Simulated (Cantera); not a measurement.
# Equilibrium for hydrogen reduction and annealing atmospheres: Cr2O3 + H2 + N2

Feed: 1 mol Cr2O3, 1400 mol H2, 0.92 mol N2, held at 7.10 bar.

Cantera equilibrium calculation (NASA polynomials, part measured and part estimated; ideal gas, pure solids and liquids). Candidate condensed phases: Cr, CrN, Cr2N, Cr2O3, H2O; 29 gas species. Mutual solubility and eutectic melting of coexisting phases are not modelled. Rates play no part.

```csv
T (K),x H2,x H,x H2O,x Cr,x N2,x NH3,x CrO,x OH,n Cr(s),n Cr2O3(s),n Cr(l)
1373,0.999,1.25e-6,0.000494,4.52e-9,0.000648,1.70e-5,<1e-12,1.10e-11,0.462,0.769,0
1448,0.998,3.46e-6,0.000867,2.61e-8,0.000650,1.32e-5,6.36e-12,7.15e-11,0.810,0.595,0
1523,0.998,8.66e-6,0.00144,1.26e-7,0.000651,1.04e-5,5.97e-11,3.85e-10,1.34,0.329,0
1598,0.997,1.99e-5,0.00214,5.24e-7,0.000652,8.48e-6,4.26e-10,1.67e-9,2.00,0,0
1673,0.997,4.27e-5,0.00214,1.90e-6,0.000653,7.01e-6,1.76e-9,4.41e-9,2.00,0,0
1748,0.997,8.56e-5,0.00214,6.15e-6,0.000654,5.90e-6,6.42e-9,1.07e-8,1.99,0,0
1823,0.997,0.000162,0.00214,1.80e-5,0.000654,5.03e-6,2.09e-8,2.43e-8,1.97,0,0
1898,0.997,0.000293,0.00214,4.80e-5,0.000654,4.35e-6,6.17e-8,5.15e-8,1.93,0,0
1973,0.997,0.000506,0.00214,0.000118,0.000655,3.80e-6,1.67e-7,1.03e-7,1.83,0,0
2048,0.996,0.000839,0.00214,0.000272,0.000655,3.35e-6,4.17e-7,1.96e-7,1.62,0,0
2123,0.995,0.00134,0.00214,0.000588,0.000654,2.99e-6,9.72e-7,3.57e-7,1.17,0,0
2198,0.994,0.00208,0.00213,0.00116,0.000654,2.68e-6,2.06e-6,6.22e-7,0,0,0.371
2273,0.993,0.00314,0.00213,0.00142,0.000654,2.42e-6,2.69e-6,1.05e-6,0,0,0
```
x: gas mole fraction; n: condensed amount in mol.

From 1373 K to 1523 K the condensed part is Cr(s) + Cr2O3(s). From 1598 K to 2123 K the condensed part is Cr(s). At 2198 K the condensed part is Cr(l). At 2273 K nothing is condensed.
